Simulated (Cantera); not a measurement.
Input (Python, Cantera) and output of one run.

```python
import numpy as np
import cantera as ct

gas_names = """
    Cu CuO Cu2 H HO2 H2 H2O H2O2 O OH O2 O3
""".split()
cond_names = """
    Cu(cr) Cu(L) CuO(s) CuO2H2(s) Cu2O(s) Cu2O(L) H2O(s) H2O(L)
""".split()


def load(file, names, dense=False):
    # The tables refer to 1 bar. Condensed volumes are neglected.
    table = {s.name: s for s in ct.Species.list_from_file(file)}
    out = []
    for n in names:
        d = dict(table[n].input_data)
        d["thermo"] = dict(d["thermo"], **{"reference-pressure": 1e5})
        if dense:
            d["equation-of-state"] = {"model": "constant-volume", "density": "1e6 g/cm^3"}
        out.append(ct.Species.from_dict(d))
    return out


gas = ct.Solution(thermo="ideal-gas", species=load("nasa_gas.yaml", gas_names))
cond = {s.name: ct.Solution(thermo="fixed-stoichiometry", species=[s], name=s.name)
        for s in load("nasa_condensed.yaml", cond_names, dense=True)}
atoms = {
    'Cu2O': {'Cu': 2, 'O': 1},
    'H2': {'H': 2},
}
top_T = {'CuO(s)': 1390}  # K; cautious upper limits of use, not melting points


def equilibrate(T, P, feed):
    n = {}
    for name, mol in feed.items():
        for a, k in atoms[name].items():
            n[a] = n.get(a, 0.0) + k * mol
    gas.TPX = T, P, n
    mass = sum(n.values()) * gas.mean_molecular_weight
    gas.equilibrate("TP")
    valid = [c for c in cond.values() if c.min_temp <= T <= top_T.get(c.name, c.max_temp)]
    mix = ct.Mixture([(gas, mass / gas.mean_molecular_weight)] + [(c, 0.0) for c in valid])
    mix.T, mix.P = T, P
    mix.equilibrate("TP", solver="vcs", rtol=1e-11, max_steps=5000)
    return mix


results = []
feed = {'Cu2O': 1, 'H2': 12}  # mol
P = 133.322  # Pa
for T in [1523, 1573, 1623, 1673, 1723, 1773, 1823, 1873, 1923, 1973, 2023, 2073]:
    mix = equilibrate(T, P, feed)
    results.append((T, P, feed, dict(zip(mix.species_names, mix.species_moles))))

top = {s: max(r[3][s] / sum(r[3][g] for g in gas_names) for r in results) for s in gas_names}
cols = sorted((s for s in top if top[s] > 1e-05), key=lambda s: -top[s])[:8]
seen = [c for c in cond_names if any(r[3].get(c, 0) > 1e-12 for r in results)]
print("log10 of partial pressures in bar; condensed amounts in mol")
print(f"{'T/K':>10s}" + "".join(f"{s[:9]:>10s}" for s in cols + seen))
for T, P, feed, n in results:
    ng = sum(n[g] for g in gas_names)
    print(f"{T:10.4g}" + "".join(f"{np.log10(max(n[s] / ng * P / 1e5, 1e-99)):10.3f}" for s in cols)
          + "".join(f"{n.get(c, 0):10.4g}" for c in seen))
```

Output:

```
log10 of partial pressures in bar; condensed amounts in mol
       T/K        H2        Cu       H2O         H        OH       Cu2         O     Cu(L)
      1523    -2.917    -4.919    -3.958    -6.095    -8.647    -8.263   -11.891      1.89
      1573    -2.922    -4.577    -3.963    -5.852    -8.335    -7.789   -11.341     1.756
      1623    -2.932    -4.255    -3.973    -5.627    -8.046    -7.346   -10.824     1.477
      1673    -2.952    -3.954    -3.993    -5.420    -7.778    -6.930   -10.338    0.9046
      1723    -2.982    -3.722    -4.022    -5.230    -7.531    -6.642    -9.880         0
      1773    -2.983    -3.722    -4.023    -5.038    -7.285    -6.809    -9.447         0
      1823    -2.985    -3.723    -4.024    -4.856    -7.052    -6.968    -9.037         0
      1873    -2.988    -3.724    -4.025    -4.684    -6.832    -7.119    -8.649         0
      1923    -2.991    -3.725    -4.027    -4.521    -6.623    -7.264    -8.280         0
      1973    -2.996    -3.727    -4.030    -4.368    -6.425    -7.403    -7.930         0
      2023    -3.003    -3.730    -4.034    -4.223    -6.237    -7.537    -7.595         0
      2073    -3.011    -3.734    -4.039    -4.086    -6.058    -7.666    -7.276         0
```

These are equilibrium values from Cantera (NASA tables, ideal gas, pure condensed phases), not measurements of a reactor.
